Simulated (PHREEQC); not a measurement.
1 kg of water holding 0.25 mol NaOH and 0.16 mol Na2CO3 is evaporated at 25 °C; the solids stay in contact with the brine. CO2 is held at log p = -3.4 (atm). Only these solids could form: Nahcolite, Natron, Trona.

The series has 16 steps of water left (kg), from 1.001 to 0.05085.

The numbers come from PHREEQC with the Pitzer model, pitzer.dat.

**Question.** Which solids form, in which order, and at which step of the series does each first stand?

**Answer.** Trona from water left = 0.07858 kg (pH 10.16).
